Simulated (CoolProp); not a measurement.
A simple Rankine cycle with R113: condensing at 308.15 K, boiler at 0.209 MPa, turbine inlet 349.5 K, turbine efficiency 0.6, pump efficiency 0.8, no recuperator. Each further row changes one setting.

Model: reference Helmholtz-energy equation of state, Marx 1992, in CoolProp.

| case | thermal efficiency (%) | net work (kJ/kg) | heat in (kJ/kg) | turbine exit temperature (K) | volume ratio over the turbine |
|---|---|---|---|---|---|
| as stated | 5.6 | 9.82 | 174 | 331.9 | 3.17 |
| turbine inlet 369.5 K | 5.6 | ___ | ___ | 351.9 | 3.15 |
| condensing temperature 300.15 K | 6.8 | 12.3 | 182 | 327.8 | ___ |
| boiler pressure 0.146 MPa | 4.0 | 6.96 | ___ | 337.7 | ___ |
| turbine efficiency 0.5 | 4.7 | 8.16 | 174 | 334.3 | ___ |

Fill in the missing entries.


- turbine inlet 369.5 K, net work (kJ/kg): 10.5
- turbine inlet 369.5 K, heat in (kJ/kg): 189
- condensing temperature 300.15 K, volume ratio over the turbine: 4.25
- boiler pressure 0.146 MPa, heat in (kJ/kg): 175
- boiler pressure 0.146 MPa, volume ratio over the turbine: 2.21
- turbine efficiency 0.5, volume ratio over the turbine: 3.19
